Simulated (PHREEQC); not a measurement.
Solution (90 °C): 0.00099 mol TMAH and 0.0028 mol K2SO4 per kg of water. Closed to the air; pH follows from the charge balance.

All values are PHREEQC results (ion-association model, phreeqc.dat), not measurements.

Each row changes one thing in this solution. Precipitation was switched off in this run.

| case | pH | KSO4- (mol/kgw) |
|---|---|---|
| as made | 9.35 | 0.000163 |
| temperature from 90 to 30 °C | ? | ? |
| K2SO4 from 0.0028 to 0.00056 mol/kgw | ? | ? |
| temperature from 90 to 20 °C | ? | 6.57e-5 |
| 3.6e-05 mol/kgw Na2HPO4 added | 9.35 | 0.000163 |

**Question.** Fill in the missing entries.

**Answer.** 
- temperature from 90 to 30 °C, pH: 10.78
- temperature from 90 to 30 °C, KSO4- (mol/kgw): 7.72e-5
- K2SO4 from 0.0028 to 0.00056 mol/kgw, pH: 9.37
- K2SO4 from 0.0028 to 0.00056 mol/kgw, KSO4- (mol/kgw): 8.45e-6
- temperature from 90 to 20 °C, pH: 11.12

(CH3)4N+ isn't in the database: it is added as a free cation with an ion size of 4 Å. At this temperature some constants are extrapolated from 25 °C, and those without enthalpy data are left unchanged.
